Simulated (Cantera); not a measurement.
# Adiabatic ignition

An adiabatic, constant-pressure homogeneous reactor starts with CH4 : O2 : N2 = 1 : 1.43 : 5.37 (molar parts), equivalence ratio 1.4, at 1250 K and 7500 Torr.

Cantera simulation using GRI-Mech 3.0 (53 species, 325 reactions); the numbers are that mechanism's predictions, not measurements.

```json
[
 {"t (s)": "5.00e-6", "T (K)": "1250", "x CH4": "0.128", "x O2": "0.183", "x CO": "1.63e-12", "x C2H4": "<1e-12", "x H2": "1.48e-9", "x CH3": "1.44e-7"},
 {"t (s)": "1.28e-5", "T (K)": "1250", "x CH4": "0.128", "x O2": "0.183", "x CO": "3.01e-11", "x C2H4": "1.15e-11", "x H2": "6.83e-9", "x CH3": "4.08e-7"},
 {"t (s)": "3.28e-5", "T (K)": "1250", "x CH4": "0.128", "x O2": "0.183", "x CO": "6.60e-10", "x C2H4": "2.98e-10", "x H2": "4.66e-8", "x CH3": "1.34e-6"},
 {"t (s)": "8.41e-5", "T (K)": "1250", "x CH4": "0.128", "x O2": "0.183", "x CO": "2.07e-8", "x C2H4": "1.08e-8", "x H2": "4.76e-7", "x CH3": "5.09e-6"},
 {"t (s)": "0.000215", "T (K)": "1250", "x CH4": "0.128", "x O2": "0.183", "x CO": "6.38e-7", "x C2H4": "2.15e-7", "x H2": "3.97e-6", "x CH3": "1.06e-5"},
 {"t (s)": "0.000552", "T (K)": "1251", "x CH4": "0.128", "x O2": "0.183", "x CO": "9.46e-6", "x C2H4": "1.48e-6", "x H2": "2.01e-5", "x CH3": "1.33e-5"},
 {"t (s)": "0.00141", "T (K)": "1255", "x CH4": "0.127", "x O2": "0.183", "x CO": "0.000135", "x C2H4": "1.43e-5", "x H2": "0.000135", "x CH3": "2.17e-5"},
 {"t (s)": "0.00362", "T (K)": "2697", "x CH4": "1.18e-11", "x O2": "0.000214", "x CO": "0.0806", "x C2H4": "<1e-12", "x H2": "0.0558", "x CH3": "1.52e-11"},
 {"t (s)": "0.00928", "T (K)": "2695", "x CH4": "1.20e-11", "x O2": "0.000209", "x CO": "0.0807", "x C2H4": "<1e-12", "x H2": "0.0560", "x CH3": "1.54e-11"},
 {"t (s)": "0.0238", "T (K)": "2695", "x CH4": "1.20e-11", "x O2": "0.000209", "x CO": "0.0807", "x C2H4": "<1e-12", "x H2": "0.0560", "x CH3": "1.54e-11"},
 {"t (s)": "0.0609", "T (K)": "2695", "x CH4": "1.20e-11", "x O2": "0.000209", "x CO": "0.0807", "x C2H4": "<1e-12", "x H2": "0.0560", "x CH3": "1.54e-11"},
 {"t (s)": "0.156", "T (K)": "2695", "x CH4": "1.20e-11", "x O2": "0.000209", "x CO": "0.0807", "x C2H4": "<1e-12", "x H2": "0.0560", "x CH3": "1.54e-11"},
 {"t (s)": "0.400", "T (K)": "2695", "x CH4": "1.20e-11", "x O2": "0.000209", "x CO": "0.0807", "x C2H4": "<1e-12", "x H2": "0.0560", "x CH3": "1.54e-11"}
]
```
x: mole fraction; the columns are a selection and need not sum to one.

```
Quantity                                                              Result
---------------------------------  -----------------------------------------
time of steepest temperature rise                                    3.09 ms
temperature at 0.400 s                                                2695 K
equilibrium temperature                                               2695 K
x(CH4) at 0.400 s                  1.20e-11 (gas-phase equilibrium 1.37e-11)
x(O2) at 0.400 s                   0.000209 (gas-phase equilibrium 0.000209)
x(CO) at 0.400 s                       0.0807 (gas-phase equilibrium 0.0807)
```
